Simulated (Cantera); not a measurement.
A closed system holds: 1 mol AlN, 1.5 mol O2, equilibrated at 1777 °C and 18.0 mbar.

These are equilibrium values from Cantera (NASA tables, ideal gas, pure condensed phases), not measurements of a reactor. Candidate condensed phases: Al, AlN, Al2O3; 16 gas species. The numbers say what is thermodynamically allowed, not how fast it happens.

Base state: O2 0.590, N2 0.394, NO 0.0104, O 0.00557 (mole fractions); condensed: Al2O3(s).

Question: What changes in the equilibrium state with this change: pressure from 18.0 mbar to 1.00 bar?

Answer: 
```csv
species,before,after
O2,0.590,0.594
N2,0.394,0.395
NO,0.0104,0.0104
O,0.00557,0.000750
NO2,3.73e-6,2.80e-5
"Al2O3(s), mol",0.500,0.500
```
